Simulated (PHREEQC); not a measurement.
Make-up at 20 °C: 0.06 mol/kgw HF and 0.026 mol/kgw NH4F. Closed to the air; pH follows from the charge balance.

Equilibrium calculation in PHREEQC: ion-association model, wateq4f.dat.

Precipitation was switched off in this run.

**Question.** Predict the pH, ionic strength.

**Answer.** pH 2.81; ionic strength 0.0278 mol/kgw.

**Question.** In which forms is F present?

**Answer.** HF 50 %, F- 28 %, H2F2 13 %, HF2- 8.8 % of the F.

wateq4f.dat counts part of the HF as a dimer, H2F2, which phreeqc.dat doesn't know; its constant is uncertain.
